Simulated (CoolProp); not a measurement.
The fluid at 298.15 K and 0.0793 MPa expands adiabatically to 0.0261 MPa with isentropic efficiency 1. The same conditions are run with several fluids, on thermodynamics alone (safety and materials aside).

Computed with CoolProp (reference Helmholtz-energy equation of state of each fluid (n-butane: Bücker 2006; fluoroethane (R161): Wu 2012; R1132(E): Akasaka 2024; n-perfluorobutane: Gao 2022; neopentane: Lemmon 2006)).

```csv
fluid,work (kJ/kg),final temperature (K),final density (kg/m³)
n-butane,[?],[?],0.684
fluoroethane (R161),[?],252.5,[?]
R1132(E),39.5,253.7,0.796
n-perfluorobutane,[?],[?],2.65
neopentane,36.0,[?],[?]
```

Question: Fill in the missing entries.

Answer: 
- n-butane, work (kJ/kg): 44.4
- n-butane, final temperature (K): 269.8
- fluoroethane (R161), work (kJ/kg): 52.4
- fluoroethane (R161), final density (kg/m³): 0.602
- n-perfluorobutane, work (kJ/kg): 11.1
- n-perfluorobutane, final temperature (K): 284.4
- neopentane, final temperature (K): 274.7
- neopentane, final density (kg/m³): 0.835
